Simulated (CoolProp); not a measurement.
A simple Rankine cycle with R236EA: condensing at 298.15 K, boiler at 1.46 MPa, turbine inlet 384.5 K, turbine efficiency 0.6, pump efficiency 0.7, no recuperator. Each further row changes one setting.

The numbers come from the reference Helmholtz-energy equation of state, Rui 2013 in CoolProp.

```csv
case,thermal efficiency (%),net work (kJ/kg),heat in (kJ/kg),turbine exit temperature (K),volume ratio over the turbine
as stated,8.7,19.0,219,346.8,7.98
turbine inlet 404.5 K,8.6,20.8,242,368.9,7.64
condensing temperature 290.15 K,9.6,21.9,229,342.8,10.6
boiler pressure 1.02 MPa,7.4,16.7,226,356.7,5.21
turbine efficiency 0.5,7.1,15.6,219,350.3,8.07
```
